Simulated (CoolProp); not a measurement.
Vapour-liquid equilibrium of R22 (1) + methanol (2) at 1.11 bar; x and y are mole fractions of (1).

Computed with CoolProp (multi-fluid Helmholtz-energy mixture model, Kamei 1995 and de Reuck 1993; pair parameters Bell 2016).

Task: Give the bubble temperature and the first vapour's composition at x = 0.05, 0.5, 0.8. Is there an azeotrope?

Result: x = 0.05: 28.2 °C, y = 0.824; x = 0.5: -27.8 °C, y = 0.997; x = 0.8: -34.8 °C, y = 0.999. No azeotrope shows between x = 0.05 and 0.95.

The pair parameters rest on a limited set of measurements; away from them the model extrapolates.
